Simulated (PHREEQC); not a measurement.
Make-up at 24 °C: 0.029 mol/kgw NH4HF2. Closed to the air; pH follows from the charge balance.

All values are PHREEQC results (ion-association model, phreeqc.dat), not measurements.

This is a speciation only: nothing precipitates in the calculation.

Problem. What pH, ionic strength does the model give?

Solution. pH 3.12; ionic strength 0.0299 mol/kgw.

Problem. In which forms is F present?

Solution. F- 47 %, HF 44 %, HF2- 9.1 % of the F.

Complexes and solids missing from the database can't appear.
